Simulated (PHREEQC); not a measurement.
NaHS is added in steps, without added water, to 1 kg of water holding 0.0072 mol H2S and 0.0032 mol HCl, at 25 °C. The system is closed to oxygen. CO2 is held at log p = -3.4 (atm). Solids allowed: Halite. Others were left out.

Base run: PHREEQC, ion-association model, phreeqc.dat. Each further column changes one thing. The table gives HCO3- (mol/kgw).

| NaHS added (mol) | base | H2S from 0.0072 to 0.00648 mol/kgw | H2S left out | no solid may form |
|---|---|---|---|---|
| 0 | 2.12e-9 | 2.12e-9 | 2.12e-9 | 2.12e-9 |
| 0.0009167 | 2.97e-9 | 2.97e-9 | 2.97e-9 | 2.97e-9 |
| 0.001833 | 4.95e-9 | 4.95e-9 | 4.96e-9 | 4.95e-9 |
| 0.00275 | 1.50e-8 | 1.50e-8 | 1.50e-8 | 1.50e-8 |
| 0.003208 | 2.07e-7 | 2.15e-7 | 4.06e-7 | 2.07e-7 |
| 0.004125 | 4.65e-6 | 4.99e-6 | [?] | 4.65e-6 |
| 0.005042 | 9.24e-6 | [?] | 2.94e-5 | 9.24e-6 |
| 0.005958 | 1.38e-5 | 1.48e-5 | 4.39e-5 | 1.38e-5 |
| 0.006875 | 1.84e-5 | 1.97e-5 | 5.81e-5 | 1.84e-5 |
| 0.007792 | 2.29e-5 | 2.46e-5 | 7.23e-5 | 2.29e-5 |
| 0.00825 | 2.52e-5 | 2.71e-5 | 7.93e-5 | 2.52e-5 |
| 0.009167 | 2.98e-5 | 3.19e-5 | [?] | 2.98e-5 |
| 0.01008 | 3.43e-5 | 3.68e-5 | 0.000107 | 3.43e-5 |
| 0.011 | 3.88e-5 | 4.17e-5 | [?] | 3.88e-5 |

Task: Some entries are withheld; supply them.

Result: 
- 0.004125, H2S left out: 1.49e-5
- 0.005042, H2S from 0.0072 to 0.00648 mol/kgw: 9.92e-6
- 0.009167, H2S left out: 9.32e-5
- 0.011, H2S left out: 0.000121
